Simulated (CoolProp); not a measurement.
Properties of ethanol at several states (Tc = 514.7 K, pc = 62.68 bar, ω = 0.644).

The numbers come from the reference Helmholtz-energy equation of state, Schroeder 2014 in CoolProp.

```tsv
T (K)	p (bar)	phase	Z	viscosity (µPa s)	conductivity (mW/(m K))
229.2	0.113	liquid	[?]	5580	182
440.2	5.83	gas	0.9368	13.0	31.8
313.3	4.71	liquid	0.01079	819	161
356.4	11.8	liquid	0.02503	[?]	[?]
```

Problem. Fill in the missing entries.

Solution. 
- 229.2, Z: 0.0003237
- 356.4, viscosity (µPa s): 414
- 356.4, conductivity (mW/(m K)): 154

Viscosity comes from a separate model (Kiselev 2005). Thermal conductivity comes from a separate model (Assael 2013).
